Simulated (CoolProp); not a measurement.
Computed with CoolProp (reference Helmholtz-energy equation of state, Lemmon 2006). It is a short technical equation, of lower accuracy than the large ones.

Problem. Give the vapour pressure (kPa), liquid density (kg/m³), liquid cp (kJ/(kg K)) of saturated n-decane at 342.8 K.

Solution. 
```json
[
 {"T (K)": "342.8", "p (kPa)": "2.49", "liquid density (kg/m³)": "692", "liquid cp (kJ/(kg K))": "2.37"}
]
```
